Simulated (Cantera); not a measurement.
Feed: 1 mol CHF3, 1 mol H2, at 12.0 mbar.

These are equilibrium values from Cantera (NASA tables, ideal gas, pure condensed phases), not measurements of a reactor. Candidate condensed phases: C, C6H6, C7H8, C8H18; 95 gas species. The numbers say what is thermodynamically allowed, not how fast it happens.

### Question
At 2450 °C, list the 6 most abundant gas species with their mole fractions, and the condensed phases.

### Answer
HF 0.928, F 0.0342, H 0.0309, H2 0.00298, CF 0.00209, C3 0.000992. Condensed: C(graphite).
